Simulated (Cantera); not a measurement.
An isothermal, constant-pressure homogeneous reactor starts with CH4 : CO2 = 1 : 0.56 (molar parts), at 1600 K and 100.0 Torr.

Cantera simulation using GRI-Mech 3.0 (53 species, 325 reactions); the numbers are that mechanism's predictions, not measurements. GRI-Mech 3.0 stops at C3 and has no aromatics, soot or wall deposition, so with more carbon than oxygen in the feed, carbon stays in small species such as C2H2 where larger ones or solid carbon would form.

x: mole fraction; the columns are a selection and need not sum to one.

```csv
t (s),x CH4,x CO2,x C2H6,x HCO,x H
0.000100,0.641,0.359,1.62e-7,<1e-12,1.94e-7
0.000555,0.640,0.359,2.12e-5,5.48e-11,2.81e-7
0.00308,0.635,0.358,0.000587,6.24e-9,1.29e-6
0.0171,0.563,0.344,0.00131,2.30e-8,1.12e-5
0.0949,0.343,0.267,0.000359,1.03e-8,3.36e-5
0.527,?,?,?,3.85e-9,?
2.92,?,?,?,?,?
16.2,0.0117,0.00691,7.83e-7,5.36e-9,0.000108
90.0,0.00474,0.000103,1.88e-7,6.00e-9,0.000113
```

Some entries are withheld; supply them.


- 0.527, x CH4: 0.0986
- 0.527, x CO2: 0.0848
- 0.527, x C2H6: 4.68e-5
- 0.527, x H: 6.36e-5
- 2.92, x CH4: 0.0247
- 2.92, x CO2: 0.0237
- 2.92, x C2H6: 4.00e-6
- 2.92, x HCO: 4.16e-9
- 2.92, x H: 9.86e-5
